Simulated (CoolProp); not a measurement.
Vapour-liquid equilibrium of R21 (1) + ethanol (2) at 419.3 K; x and y are mole fractions of (1).

Computed with CoolProp (multi-fluid Helmholtz-energy mixture model, Platzer 1990 and Schroeder 2014; pair parameters Bell 2016). This equation is an older, rougher fit; its heat capacities, sound speeds and derivatives of the liquid may be far off and weren't checked against measurements.

```csv
x,bubble pressure (MPa),y at the bubble point,dew pressure at overall composition x (MPa),liquid density (mol/L)
0.05,1.475,0.379,0.9410,[?]
0.15,2.260,[?],1.060,13.21
0.25,2.661,0.654,1.210,12.54
0.35,2.850,0.682,[?],11.87
0.45,[?],0.699,1.671,11.23
0.55,3.043,0.718,2.055,10.64
0.65,3.131,0.745,2.631,10.13
0.75,3.208,0.787,3.144,9.733
0.85,3.241,0.850,3.241,9.492
0.95,3.188,0.940,3.178,9.403
```

**Question.** What belongs in the gaps?

**Answer.** 
- 0.05, liquid density (mol/L): 13.89
- 0.15, y at the bubble point: 0.591
- 0.35, dew pressure at overall composition x (MPa): 1.405
- 0.45, bubble pressure (MPa): 2.956

y crosses x between x = 0.75 and 0.85: the model has an azeotrope there.

Pair parameters are fitted to limited data, so mixtures are less certain than the pure fluids. With so large a gap from Raoult's law the liquid may split in two, which this calculation doesn't test in full.
